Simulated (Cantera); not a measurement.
Feed: 1 mol SiH₄, 0.56 mol N₂, held at 750 Torr.

These are equilibrium values from Cantera (NASA tables, ideal gas, pure condensed phases), not measurements of a reactor. Candidate condensed phases: Si, Si₃N₄; 18 gas species. N₂ is the only nitrogen source here; it is nearly inert below about 1500 K, so the nitride shown seldom forms there in practice. Mutual solubility and eutectic melting of coexisting phases are not modelled. Gases not in the tables: Si₂H₆ and higher silanes. Kinetics and transport are ignored.

x: gas mole fraction; n: condensed amount in mol.

```tsv
T (K)	x H₂	x N₂	x H	x SiH₂	x SiH	n Si(s)	n Si₃N₄(s)	n Si(l)
1373	1.000	3.07e-6	3.33e-6	2.51e-7	2.20e-9	0.160	0.280	0
1448	1.000	___	___	___	___	0.160	0.280	0
1523	1.000	7.40e-5	2.31e-5	2.00e-6	5.27e-8	0.160	0.280	0
1598	1.000	0.000289	5.32e-5	4.89e-6	2.05e-7	0.161	0.280	0
1673	0.999	0.000995	0.000114	1.10e-5	7.06e-7	0.163	0.279	0
1748	0.996	___	___	___	___	0	0.276	___
1823	0.987	0.0128	0.000430	3.47e-5	4.69e-6	0	0.267	0.199
```

Problem. Some entries are withheld; supply them.

Solution. 
- 1448, x N₂: 1.64e-5
- 1448, x H: 9.22e-6
- 1448, x SiH₂: 7.48e-7
- 1448, x SiH: 1.17e-8
- 1748, x N₂: 0.00367
- 1748, x H: 0.000228
- 1748, x SiH₂: 2.04e-5
- 1748, x SiH: 1.93e-6
- 1748, n Si(l): 0.171
